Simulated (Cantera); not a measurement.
Input: 1 mol CaCO₃, 0.34 mol O₂, equilibrated at 1273.15 K and 3.20 bar.

Method: chemical equilibrium by Gibbs-energy minimisation in Cantera with the NASA 1993 tables (ideal gas, pure condensed phases). Candidate condensed phases: C, Ca, CaCO₃, CaO; 15 gas species. Rates play no part.

Base state: CO₂ 0.746, O₂ 0.254 (mole fractions); condensed: CaO(s).

What changes in the equilibrium state with this change: temperature from 1273.15 K to 2050 K?


```csv
species,before,after
CO₂,0.746,0.744
O₂,0.254,0.254
CO,7.32e-8,0.00164
O,3.04e-8,0.000274
"CaO(s), mol",1.00,1.00
```
